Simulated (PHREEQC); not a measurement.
0.074 g of hydrous ferric oxide (600 m²/g; 0.2 weak and 0.005 strong sites per Fe, Dzombak-Morel constants, diffuse double layer) in 1 kg of water with 0.001 mol/kgw of an inert sodium salt and 0.52 mmol/kgw Na2SeO3, at 25 °C; the pH is set by adding NaOH or the inert anion's acid. No oxygen is let in. No CO2 enters from the air. No solid was allowed to form.

Model: ion-association model, wateq4f.dat, run in PHREEQC.

Problem. Predict surface charge σ (C/m²), surface potential ψ (mV) at pH = 3.5, 4, 5, 7.5, 8.

Solution. 
```csv
pH,surface charge σ (C/m²),surface potential ψ (mV)
3.5,0.016,90
4,0.011,74
5,0.005,44
7.5,-0.004,-34
8,-0.006,-49
```

The database's selenite sorption wasn't checked against measurements; a fall in acid may be a fault of its surface constants. The oxide is taken as insoluble; below pH 4 it would dissolve.
